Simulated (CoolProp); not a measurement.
Dimethyl carbonate along the isobar 24.5 MPa: Z from the reference equation and from simpler models built on Tc = 283.9 °C, pc = 4.909 MPa, ω = 0.346; each cubic takes its own stable root.

The numbers come from the reference Helmholtz-energy equation of state, Zhou 2011 in CoolProp.

```csv
T (°C),phase,reference,van der Waals,Redlich-Kwong,Soave-Redlich-Kwong,Peng-Robinson
79.95,liquid,0.7381,1.200,0.8440,0.8200,0.7303
100.55,liquid,0.7149,1.150,0.8151,0.7910,0.7042
121.05,liquid,0.6954,1.107,0.7905,0.7668,0.6826
141.65,liquid,0.6789,1.069,0.7698,0.7467,0.6647
162.25,liquid,0.6653,1.035,0.7524,0.7305,0.6503
182.85,liquid,0.6544,1.006,0.7381,0.7179,0.6394
203.35,liquid,0.6460,0.9793,0.7267,0.7089,0.6319
223.95,liquid,0.6402,0.9559,0.7179,0.7032,0.6276
244.55,liquid,0.6369,0.9354,0.7116,0.7009,0.6265
265.15,liquid,0.6365,0.9174,0.7077,0.7021,0.6289
285.65,supercritical,0.6392,0.9018,0.7060,0.7066,0.6348
306.25,supercritical,0.6454,0.8883,0.7066,0.7148,0.6442
326.85,supercritical,0.6557,0.8767,0.7092,0.7265,0.6573
```
